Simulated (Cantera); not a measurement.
A perfectly stirred reactor is fed with CH4 : H2O : H2 = 1.8 : 3.7 : 0.063 (molar parts), at 0.133 bar; it is held at 1325 K, and followed from long to short residence time.

Cantera simulation using GRI-Mech 3.0 (53 species, 325 reactions); the numbers are that mechanism's predictions, not measurements.

Task: Predict: x(CH4) at τ = 14.0 s; x(H2O) at τ = 14.0 s; x(H2) at τ = 14.0 s; x(C2H2) at τ = 14.0 s; x(CH4) at τ = 0.150 s; x(H2O) at τ = 0.150 s; x(H2) at τ = 0.150 s; x(C2H2) at τ = 0.150 s.

Result: 
```
Item                      Value
----------------------  -------
x(CH4) at τ = 14.0 s      0.283
x(H2O) at τ = 14.0 s      0.644
x(H2) at τ = 14.0 s      0.0576
x(C2H2) at τ = 14.0 s    0.0137
x(CH4) at τ = 0.150 s     0.323
x(H2O) at τ = 0.150 s     0.665
x(H2) at τ = 0.150 s     0.0116
x(C2H2) at τ = 0.150 s  6.39e-6
```
